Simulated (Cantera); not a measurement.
Mixture: CH₄ : O₂ : N₂ : H₂O : H₂ = 1 : 1 : 3.76 : 1.1 : 0.34 (molar parts), equivalence ratio 2.2, at 10.0 bar, adiabatic and at constant volume. Ignition delay is the time to a rise of 400 K.

Computed with Cantera and GRI-Mech 3.0 (53 species, 325 reactions).

Task: Predict: delay at 1173 K; delay at 1248 K; delay at 1323 K; delay at 1398 K; delay at 1473 K; delay at 1548 K; apparent activation energy between 1398 and 1548 K.

Result: 
```json
{
  "delay at 1173 K": "0.801 ms",
  "delay at 1248 K": "0.423 ms",
  "delay at 1323 K": "0.255 ms",
  "delay at 1398 K": "0.161 ms",
  "delay at 1473 K": "0.101 ms",
  "delay at 1548 K": "62.9 µs",
  "apparent activation energy between 1398 and 1548 K": "110 kJ/mol"
}
```
